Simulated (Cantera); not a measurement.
## Diamond growth

A diamond (100) surface in a fixed gas of H2 with x(CH4) = 0.013, x(H) = 0.037, x(CH3) = 0.00078, at 1000 K; coverages are run to steady state.

Detailed kinetics in Cantera: the Harris–Goodwin 1993 mechanism for the reconstructed diamond (100) surface.

| P (Pa) | growth (µm/h) | θ c6HH | θ c6H* | θ c6*H | θ c6** | θ c6HM |
|---|---|---|---|---|---|---|
| 360 | 1.37 | 0.588 | 0.0181 | 0.370 | 0.00963 | 0.0106 |
| 690 | 2.72 | 0.588 | 0.0181 | 0.369 | 0.00963 | 0.0109 |
| 1300 | 5.21 | 0.588 | 0.0181 | 0.369 | 0.00964 | 0.0111 |
| 2400 | 9.70 | 0.588 | 0.0182 | 0.369 | 0.00965 | 0.0112 |
| 4600 | 18.7 | 0.587 | 0.0184 | 0.369 | 0.00967 | 0.0113 |
| 8700 | 35.5 | 0.587 | 0.0187 | 0.369 | 0.00971 | 0.0113 |
| 17000 | 69.8 | 0.587 | 0.0193 | 0.368 | 0.00980 | 0.0114 |
| 31000 | 128 | 0.587 | 0.0203 | 0.367 | 0.00995 | 0.0115 |
θ: site fractions in the mechanism's names (c6HH fully hydrogenated, c6H* and c6*H radical sites, c6** diradical, c6HM methylated).
